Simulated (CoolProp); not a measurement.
The numbers come from the reference Helmholtz-energy equation of state, Eisenbach 2021 in CoolProp.

### Question
For propylene glycol, give the phase and the cp (kJ/(kg K)), fugacity coefficient at 251.75 °C and 6.63 bar; 251.75 °C and 19.9 bar.

### Answer
- 251.75 °C and 6.63 bar: liquid; cp 3.74, fugacity coefficient 0.767
- 251.75 °C and 19.9 bar: liquid; cp 3.73, fugacity coefficient 0.263
